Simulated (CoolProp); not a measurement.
Computed with CoolProp (reference Helmholtz-energy equation of state, Lemmon 2006). It is a short technical equation, of lower accuracy than the large ones.

Question: For n-decane, give the phase and the cp (kJ/(kg K)), cv (kJ/(kg K)), speed of sound (m/s), Joule-Thomson coefficient (K/MPa) at 475.1 K and 0.549 MPa; 524.4 K and 0.549 MPa; 549.1 K and 0.549 MPa.

Answer: 
- 475.1 K and 0.549 MPa: liquid; cp 2.93, cv 2.48, speed of sound 616, Joule-Thomson coefficient -0.106
- 524.4 K and 0.549 MPa: liquid; cp 3.19, cv 2.66, speed of sound 441, Joule-Thomson coefficient 0.182
- 549.1 K and 0.549 MPa: gas; cp 2.84, cv 2.68, speed of sound 150, Joule-Thomson coefficient 17.2
